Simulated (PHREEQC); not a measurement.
1 kg of water holding 0.088 mol SrCl2, 0.36 mol CaCl2 and 0.075 mol NaCl is evaporated at 15 °C; the solids stay in contact with the brine. The system is closed to CO2. The run lets Halite, Portlandite precipitate or redissolve, and no other solid.

The series has 14 steps of water left (kg), from 1 to 0.07809.

Model: Pitzer model, pitzer.dat, run in PHREEQC.

Which solids form, in which order, and at which step of the series does each first stand?

Halite from water left = 0.09502 kg.

Species that the database lacks are ignored.
